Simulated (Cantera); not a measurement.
Cantera run, input and output.

```python
import numpy as np
import cantera as ct

gas = ct.Solution("gri30.yaml")
gas.TPX = 1675, 1700000, {'CH4': 1, 'C2H6': 0.07, 'O2': 4.24, 'N2': 15.9, 'H2O': 0.67}
reactor = ct.IdealGasConstPressureReactor(gas, energy="on", clone=False)
net = ct.ReactorNet([reactor])
net.rtol, net.atol = 1e-08, 1e-16
show = ['CH4', 'C2H6', 'O2', 'HCN', 'HCO']
times = np.geomspace(4e-06, 5, 14)

steps = ct.SolutionArray(gas, extra=["t"])
rows = []
print(f"{'t/s':>10s}{'T/K':>9s}{'P/Pa':>11s}" + "".join(f"{s:>11s}" for s in show))
for t in times:
    while net.time < t:
        t_next = net.step()
        steps.append(gas.state, t=t_next)
    rows.append([np.interp(t, steps.t, y) for y in (steps.T, steps.P, *steps(*show).X.T)])
    print(f"{t:10.3e}{rows[-1][0]:9.1f}{rows[-1][1]:11.4g}" + "".join(f"{x:11.3e}" for x in rows[-1][2:]))
rate = np.gradient(steps.T, steps.t)
print("integrator steps:", len(steps.t))
if steps.T.max() > steps.T[0] + 200:
    print(f"time of steepest temperature rise: {steps.t[rate.argmax()]:.4e} s")
gas.TPX = 1675, 1700000, {'CH4': 1, 'C2H6': 0.07, 'O2': 4.24, 'N2': 15.9, 'H2O': 0.67}
gas.equilibrate("HP")
print(f"equilibrium (HP): T = {gas.T:.1f} K  " + "  ".join(f"{s} {gas[s].X[0]:.3e}" for s in show))
```

It prints:

```
       t/s      T/K       P/Pa        CH4       C2H6         O2        HCN        HCO
 4.000e-06   1678.2    1.7e+06  4.429e-02  2.769e-03  1.926e-01  4.851e-12  2.577e-07
 1.178e-05   2115.3    1.7e+06  5.645e-03  4.702e-05  1.326e-01  3.118e-07  4.973e-05
 3.468e-05   2633.5    1.7e+06  2.638e-16  2.360e-30  8.903e-02  1.134e-11  2.068e-09
 1.021e-04   2631.8    1.7e+06  1.418e-17  8.437e-33  8.854e-02  1.226e-11  2.043e-09
 3.006e-04   2627.2    1.7e+06  1.370e-17  7.936e-33  8.726e-02  1.457e-11  1.978e-09
 8.852e-04   2617.6    1.7e+06  1.272e-17  6.930e-33  8.459e-02  1.825e-11  1.851e-09
 2.606e-03   2607.7    1.7e+06  1.175e-17  5.996e-33  8.186e-02  2.080e-11  1.727e-09
 7.674e-03   2605.7    1.7e+06  1.156e-17  5.817e-33  8.129e-02  2.120e-11  1.703e-09
 2.259e-02   2605.7    1.7e+06  1.156e-17  5.816e-33  8.129e-02  2.120e-11  1.702e-09
 6.653e-02   2605.7    1.7e+06  1.156e-17  5.816e-33  8.129e-02  2.120e-11  1.702e-09
 1.959e-01   2605.7    1.7e+06  1.156e-17  5.816e-33  8.129e-02  2.120e-11  1.702e-09
 5.767e-01   2605.7    1.7e+06  1.156e-17  5.816e-33  8.129e-02  2.120e-11  1.702e-09
 1.698e+00   2605.7    1.7e+06  1.156e-17  5.816e-33  8.129e-02  2.120e-11  1.702e-09
 5.000e+00   2605.7    1.7e+06  1.156e-17  5.816e-33  8.129e-02  2.120e-11  1.702e-09
integrator steps: 1527
time of steepest temperature rise: 1.1899e-05 s
equilibrium (HP): T = 2605.7 K  CH4 1.643e-17  C2H6 9.773e-33  O2 8.129e-02  HCN 2.120e-11  HCO 1.702e-09
```

Computed with Cantera and GRI-Mech 3.0 (53 species, 325 reactions). The pressure lies above the range GRI-Mech 3.0 was tuned for (to about 10 atm).
